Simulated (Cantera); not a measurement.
Gas mixture: O₂ = 0.73 (molar parts), at 0.0180 bar, frozen composition.

Cantera's kinetic-theory transport with the Lennard-Jones parameters of GRI-Mech 3.0, ideal gas; thermal conductivity in the mixture-averaged form.

One state of this run: ρ (kg/m³) = 0.00602; cp (J/kg/K) = 1109; μ (µPa s) = 52.5; λ (mW/m/K) = 82.2; Pr = 0.708; D (cm²/s) CH₄ = 128; D (cm²/s) C₂H₂ = 97.1; D (cm²/s) N₂ = 116. D: mixture-averaged diffusion coefficient of that species in the mixture.

Question: Which value of T (K) does it belong to?
A. 1400
B. 2150
C. 400
D. 1150

Answer: D, 1150
